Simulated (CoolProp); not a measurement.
Vapour-liquid equilibrium of toluene (1) + n-nonane (2) at 0.0565 MPa; x and y are mole fractions of (1).

The numbers come from the multi-fluid Helmholtz-energy mixture model, Lemmon 2006 and Lemmon 2006; pair parameters Bell 2016 in CoolProp.

| x | bubble temperature, mixture model (K) | bubble temperature, Raoult's law (K) | y, mixture model | y, Raoult's law |
|---|---|---|---|---|
| 0.05 | ? | 399.9 | 0.162 | 0.139 |
| 0.2 | ? | 391.4 | ? | 0.444 |
| 0.35 | 381.0 | 384.5 | 0.665 | 0.641 |
| 0.5 | 375.6 | 378.6 | ? | 0.774 |
| 0.65 | ? | 373.6 | 0.854 | 0.867 |
| 0.8 | 368.3 | 369.3 | 0.918 | 0.935 |
| 0.95 | 365.3 | 365.6 | 0.979 | 0.986 |

Q: What belongs in the gaps?

A: 
- 0.05, bubble temperature, mixture model (K): 398.8
- 0.2, bubble temperature, mixture model (K): 388.4
- 0.2, y, mixture model: 0.485
- 0.5, y, mixture model: 0.775
- 0.65, bubble temperature, mixture model (K): 371.6

The largest gap from Raoult's law is -3.5 K in bubble temperature, at x = 0.35. No azeotrope shows between x = 0.05 and 0.95.

Pair parameters are fitted to limited data, so mixtures are less certain than the pure fluids.
